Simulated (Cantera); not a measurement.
**Silicon oxide and oxynitride deposition: HMDSO + H2O + H2**

Charge: 1 mol HMDSO, 0.77 mol H2O, 1.7 mol H2, at 11000 Pa.

These are equilibrium values from Cantera (NASA tables, ideal gas, pure condensed phases), not measurements of a reactor. Candidate condensed phases: C, C6H6, C7H8, C8H18, H2O, Si, SiC, SiO2; 123 gas species. The feed counts by its element totals alone. Mutual solubility and eutectic melting of coexisting phases are not modelled. The tables hold silica as quartz up to 1696 K and as liquid above; real silica turns to tridymite and cristobalite and melts near 1996 K. Kinetics and transport are ignored.

```csv
T (K),x H2,x CO,x CH4,x SiO,x H,n C(graphite),n SiC(s),n SiO2(β-quartz)
1000,0.990,1.13e-6,0.0103,9.34e-11,6.81e-9,4.77,1.12,0.885
1050,0.994,6.47e-6,0.00622,8.40e-10,2.44e-8,4.81,1.12,0.885
1100,0.996,3.14e-5,0.00392,6.17e-9,7.78e-8,4.84,1.12,0.885
1150,0.997,0.000133,0.00256,3.80e-8,2.25e-7,4.85,1.12,0.884
1200,0.998,0.000495,0.00173,2.00e-7,5.94e-7,4.86,1.12,0.882
1250,0.997,0.00166,0.00120,9.22e-7,1.46e-6,4.84,1.12,0.875
1300,0.994,0.00507,0.000855,3.77e-6,3.33e-6,4.79,1.14,0.856
1350,0.985,0.0142,0.000615,1.38e-5,7.13e-6,4.63,1.20,0.802
1400,0.963,0.0369,0.000440,4.62e-5,1.44e-5,4.22,1.33,0.665
1450,0.910,0.0897,0.000301,0.000142,2.72e-5,3.19,1.68,0.319
1500,0.866,0.133,0.000212,0.000262,4.94e-5,2.23,2.00,0
1550,0.866,0.133,0.000168,0.000320,8.84e-5,2.24,2.00,0
1600,0.866,0.133,0.000135,0.000387,0.000153,2.24,1.99,0
1650,0.866,0.133,0.000110,0.000461,0.000255,2.24,1.99,0
```
x: gas mole fraction; n: condensed amount in mol.

From 1000 K to 1450 K the condensed part is C(graphite) + SiC(s) + SiO2(β-quartz). From 1500 K to 1650 K the condensed part is C(graphite) + SiC(s).
